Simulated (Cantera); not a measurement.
Input: 1 mol PbS, 320 mol H2, 0.85 mol N2, at 1698 K and 3.70 mbar.

These are equilibrium values from Cantera (NASA tables, ideal gas, pure condensed phases), not measurements of a reactor. The numbers say what is thermodynamically allowed, not how fast it happens.

```
species    before     after
-------  --------  --------
H2          0.989     0.961
H         0.00236    0.0306
Pb        0.00289   0.00301
H2S       0.00163  0.000495
S         8.88e-5  0.000926
PbS      0.000215   4.39e-5
SH       0.000561   0.00112
S2       0.000303  0.000233
N2        0.00264   0.00260
```
Gas species are given as mole fractions.

Question: Which change was made?
A) temperature from 1698 K to 2023.15 K
B) H2 from 320 to 29 mol
C) temperature from 1698 K to 800 K
D) temperature from 1698 K to 1350 K

Answer: A, temperature from 1698 K to 2023.15 K
